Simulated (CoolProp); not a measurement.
C2F6 (R116) along the isotherm 199.3 K: Z from the reference equation and from simpler models built on Tc = 293.0 K, pc = 3.048 MPa, ω = 0.257; each cubic takes its own stable root.

Values from CoolProp's reference Helmholtz-energy equation of state, Lemmon 2006. It is a short technical equation, of lower accuracy than the large ones.

```csv
p (MPa),phase,reference,van der Waals,Soave-Redlich-Kwong
1.09,liquid,0.05706,…,0.05964
2.18,liquid,0.1137,…,0.1187
3.27,liquid,…,0.2634,0.1772
4.35,liquid,0.2255,0.3470,0.2346
5.44,liquid,0.2812,…,…
6.53,liquid,0.3365,0.5121,0.3492
7.62,liquid,0.3916,0.5932,0.4059
8.71,liquid,0.4464,0.6735,0.4622
9.8,liquid,0.5009,0.7530,0.5181
10.9,liquid,…,…,0.5742
12,liquid,0.6101,0.9116,0.6301
13.1,liquid,0.6643,0.9900,0.6856
14.1,liquid,0.7134,1.061,0.7358
15.2,liquid,0.7672,1.138,0.7908
```

**Question.** Fill in the missing entries.

**Answer.** 
- 1.09, van der Waals: 0.08992
- 2.18, van der Waals: 0.1776
- 3.27, reference: 0.1701
- 5.44, van der Waals: 0.4301
- 5.44, Soave-Redlich-Kwong: 0.2921
- 10.9, reference: 0.5556
- 10.9, van der Waals: 0.8326
